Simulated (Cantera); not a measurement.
An adiabatic, constant-volume homogeneous reactor starts with C2H4 : O2 : N2 : H2O = 1 : 2.31 : 18.2 : 1.7 (molar parts), equivalence ratio 1.3, at 1225 K and 5.00 bar.

Cantera simulation using GRI-Mech 3.0 (53 species, 325 reactions); the numbers are that mechanism's predictions, not measurements. GRI-Mech 3.0 was tuned for natural gas; its chemistry of ethylene as a main component is partial and can be far from experiment.

Problem. Predict: time of steepest temperature rise; temperature at 2.00 s; equilibrium temperature; x(O2) at 2.00 s; x(H2O) at 2.00 s; x(HO2) at 2.00 s; x(CO) at 2.00 s.

Solution. 
- time of steepest temperature rise = 0.471 ms
- temperature at 2.00 s = 2512 K
- equilibrium temperature = 2512 K
- x(O2) at 2.00 s = 0.000180 (gas-phase equilibrium 0.000180)
- x(H2O) at 2.00 s = 0.134 (gas-phase equilibrium 0.134)
- x(HO2) at 2.00 s = 1.54e-7 (gas-phase equilibrium 1.54e-7)
- x(CO) at 2.00 s = 0.0396 (gas-phase equilibrium 0.0396)
